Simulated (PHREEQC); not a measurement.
Solution (60 °C): 0.0013 mol/kgw CaCl2 and 0.25 mol/kgw MgSO4. Closed to the air; pH follows from the charge balance.

Equilibrium calculation in PHREEQC: ion-association model, phreeqc.dat.

This is a speciation only: nothing precipitates in the calculation.

Question: Order these S species by the share of S that they hold, largest first: MgSO4, CaSO4, SO4-2.

Answer: MgSO4 (71 %), SO4-2 (29 %), CaSO4 (0.25 %)

The ionic strength is 0.293 mol/kgw. Away from 25 °C the constants follow the database's enthalpies or fits; those with neither stay at their 25 °C values.
